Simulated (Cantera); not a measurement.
Charge: 1 mol BaF2, 5 mol HF, 89 mol H2, at 1202 °C and 0.133 bar.

These are equilibrium values from Cantera (NASA tables, ideal gas, pure condensed phases), not measurements of a reactor. Candidate condensed phases: Ba, BaF2; 14 gas species. Equilibrium is a limit: real reactors are often held back by kinetics, nucleation or transport.

Base state: H2 0.947, HF 0.0532, BaF2 0.000144, H 3.46e-5 (mole fractions); condensed: BaF2(s).

Question: What changes in the equilibrium state with this change: temperature from 1202 °C to 1427 °C?

Answer: 
| species | before | after |
|---|---|---|
| H2 | 0.947 | 0.941 |
| HF | 0.0532 | 0.0529 |
| BaF2 | 0.000144 | 0.00589 |
| H | 3.46e-5 | 0.000391 |
| BaF | 1.06e-7 | 3.88e-5 |
| BaF2(s), mol | 0.986 | 0 |
| BaF2(l), mol | 0 | 0.439 |
